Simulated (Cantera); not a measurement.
Input: 1 mol Al2O3, 19 mol H2, held at 0.00810 bar.

Equilibrium computed with Cantera from the NASA thermochemical tables; the gas is ideal and each condensed phase is pure. Candidate condensed phases: Al, Al2O3, H2O; 19 gas species. The numbers say what is thermodynamically allowed, not how fast it happens. All values below are at 377 °C.

Base state: H2 1.00 (mole fractions); condensed: Al2O3(s).

Question: What changes in the equilibrium state with this change: Al2O3 replaced by PbS?

Answer: 
```csv
species,before,after
H2,1.00,1.000
H2S,0,0.000129
"Al2O3(s), mol",1.00,0
"Pb(l), mol",0,0.00246
"PbS(s), mol",0,0.998
```
Further candidate phases: Pb, PbS, S.
